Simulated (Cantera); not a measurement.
Charge: 1 mol B₂H₆, 0.053 mol O₂, 5.4 mol H₂, equilibrated at 13.3 mbar.

Method: chemical equilibrium by Gibbs-energy minimisation in Cantera with the NASA 1993 tables (ideal gas, pure condensed phases). Candidate condensed phases: B, B₂O₃, B₃O₃H₃, H₂O; 23 gas species. The feed counts by its element totals alone. The tables' values for BH₂ are old estimates; treat these amounts as uncertain. Rates play no part. All values below are at 1900 K.

Base state: H₂ 0.981, HBO 0.0106, H 0.00681, BO 0.00117, B₂O₂ 0.000362, BH₂ 0.000251, B₂O 1.32e-5 (mole fractions); condensed: B(s).

Problem. What changes in the equilibrium state with this change: O₂ from 0.053 to 0.75 mol?

Solution. 
| species | before | after |
|---|---|---|
| H₂ | 0.981 | 0.863 |
| HBO | 0.0106 | 0.0891 |
| B₂O₂ | 0.000362 | 0.0293 |
| BO | 0.00117 | 0.0106 |
| B₂O₃ | 1.53e-6 | 0.00111 |
| HBO₂ | 6.18e-6 | 0.000469 |
| B₂O | 1.32e-5 | 0.000119 |
| H₂O | 2.21e-6 | 1.75e-5 |
| BH₂ | 0.000251 | 0.000220 |
| B(s), mol | 1.89 | 0.512 |
